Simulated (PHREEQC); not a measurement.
Consider water at 50 °C with 0.0057 mol NaHCO3 per kg of water. Closed to the air; pH follows from the charge balance.

All values are PHREEQC results (ion-association model, phreeqc.dat), not measurements.

Each row changes one thing in this solution. No solid was allowed to form.

```csv
case,pH,ionic strength (mol/kgw),CO2 (mol/kgw),CO3-2 (mol/kgw)
as made,8.09,0.00573,7.99e-5,5.83e-5
NaHCO3 replaced by NH4HCO3 at the same molality,(withheld),0.00535,0.000373,1.15e-5
NaHCO3 from 0.0057 to 0.00057 mol/kgw,8.01,0.000574,1.01e-5,4.17e-6
temperature from 50 to 35 °C,(withheld),0.00574,6.98e-5,5.90e-5
diluted 100-fold with water,7.62,5.72e-5,2.47e-6,1.58e-7
temperature from 50 to 60 °C,8.05,0.00572,8.91e-5,5.66e-5
NaHCO3 from 0.0057 to 0.00513 mol/kgw,8.10,0.00516,7.15e-5,5.25e-5
NaHCO3 from 0.0057 to 0.00114 mol/kgw,8.08,0.00115,1.73e-5,9.97e-6
0.0097 mol/kgw KCl added,8.06,0.0154,8.18e-5,6.19e-5
```

Question: Complete the blanks.

Answer: 
- NaHCO3 replaced by NH4HCO3 at the same molality, pH: 7.41
- temperature from 50 to 35 °C, pH: 8.18

Complexes and solids missing from the database can't appear. Away from 25 °C the constants follow the database's enthalpies or fits; those with neither stay at their 25 °C values.
